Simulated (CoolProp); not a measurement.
The numbers come from the reference Helmholtz-energy equation of state, Thol 2012 in CoolProp.

**Question.** Give the vapour pressure (MPa), vapour viscosity (µPa s), liquid conductivity (mW/(m K)) of saturated benzene at 125.05, 138.85, 194.05 °C.

**Answer.** 
```
T (°C)  p (MPa)  vapour viscosity (µPa s)  liquid conductivity (mW/(m K))
------  -------  ------------------------  ------------------------------
125.05    0.338                      9.91                             110
138.85    0.461                      10.2                             106
194.05     1.30                      11.6                            90.2
```

Viscosity comes from a separate model (Avgeri 2014). Thermal conductivity comes from a separate model (Assael 2012).
